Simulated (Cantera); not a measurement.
A freely propagating, adiabatic, planar premixed flame of 6.47 % CH4, 18.5 % O2, 69.2 % N2, 5.82 % CO2, equivalence ratio 0.70, unburnt at 700 K and 10.0 bar; mixture-averaged transport, grid criteria slope 0.08 and curve 0.16, no radiation.

Cantera simulation using GRI-Mech 3.0 (53 species, 325 reactions); the numbers are that mechanism's predictions, not measurements. Burning velocities carry a grid error of a few per cent, more on coarse grids.

Question: Predict: laminar burning velocity; thermal thickness; peak x(CO); peak x(HO2); peak x(C2H).

Answer: 
```json
{
  "laminar_burning_velocity": "31.2 cm/s",
  "thermal_thickness": "0.103 mm",
  "peak x(CO)": "0.0203",
  "peak x(HO2)": "0.000181",
  "peak x(C2H)": "2.84e-8"
}
```
